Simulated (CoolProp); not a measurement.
1,2-dichloroethane at 389.86 K and 3.75 MPa is throttled through a valve to 2.18 MPa with no heat exchange. Each further row changes one setting.

Computed with CoolProp (reference Helmholtz-energy equation of state, Thol 2015).

| case | temperature change (K) | final density (kg/m³) |
|---|---|---|
| as stated | ___ | 1100 |
| outlet pressure 0.654 MPa | +0.8 | 1100 |
| outlet pressure 2.83 MPa | ___ | ___ |

**Question.** Complete the blanks.

**Answer.** 
- as stated, temperature change (K): +0.4
- outlet pressure 2.83 MPa, temperature change (K): +0.2
- outlet pressure 2.83 MPa, final density (kg/m³): 1110
